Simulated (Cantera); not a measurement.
Input: 1 mol CaCl₂, 12 mol H₂O, 15 mol N₂, equilibrated at 1750 K and 0.133 bar.

Method: chemical equilibrium by Gibbs-energy minimisation in Cantera with the NASA 1993 tables (ideal gas, pure condensed phases). Candidate condensed phases: Ca, CaCl₂, CaO, Ca(OH)₂, H₂O, NH₄Cl; 36 gas species. Condensed phases not in the tables: oxide chlorides. The numbers say what is thermodynamically allowed, not how fast it happens.

Base state: N₂ 0.535, H₂O 0.396, HCl 0.0600, CaCl₂ 0.00533, H₂ 0.00165, Cl 0.000726, O₂ 0.000484, OH 0.000365 (mole fractions); condensed: CaO(s).

Problem. What changes in the equilibrium state with this change: pressure from 0.133 bar to 13.3 mbar?

Solution. 
```
species        before     after
-----------  --------  --------
N₂              0.535     0.534
H₂O             0.396     0.394
HCl            0.0600    0.0592
H₂            0.00165   0.00348
Cl           0.000726   0.00156
CaCl₂         0.00533   0.00523
O             4.51e-6   2.12e-5
H             2.58e-5  0.000119
O₂           0.000484   0.00107
CaO(s), mol     0.851     0.853
```

Problem. What changes in the equilibrium state with this change: temperature from 1750 K to 1948.15 K?

Solution. 
```
species        before     after
-----------  --------  --------
N₂              0.535     0.534
H₂O             0.396     0.394
HCl            0.0600    0.0538
H₂            0.00165   0.00522
CaCl₂         0.00533   0.00784
O             4.51e-6   4.86e-5
H             2.58e-5  0.000224
Ca(OH)₂       4.33e-6   2.66e-5
OH           0.000365   0.00153
CaO(s), mol     0.851     0.779
```
